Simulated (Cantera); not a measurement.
Charge: 1 mol Si2H6, 24 mol N2, equilibrated at 1373 K and 1.33 mbar.

Cantera equilibrium calculation (NASA polynomials, part measured and part estimated; ideal gas, pure solids and liquids). Candidate condensed phases: Si, Si3N4; 18 gas species. The feed counts by its element totals alone. N2 is the only nitrogen source here; it is nearly inert below about 1500 K, so the nitride shown seldom forms there in practice. The numbers say what is thermodynamically allowed, not how fast it happens.

Base state: N2 0.883, H2 0.117, H 3.12e-5 (mole fractions); condensed: Si3N4(s).

Question: What changes in the equilibrium state with this change: Si2H6 replaced by Si2Cl6?

Answer: 
```
species         before     after
-------------  -------  --------
N2               0.883     0.923
SiCl2                0    0.0313
SiCl4                0    0.0311
H2               0.117         0
SiCl3                0    0.0145
Cl                   0  0.000157
H              3.12e-5         0
Si3N4(s), mol    0.667         0
```
The tables' values for SiCl3 are old estimates; treat these amounts as uncertain.
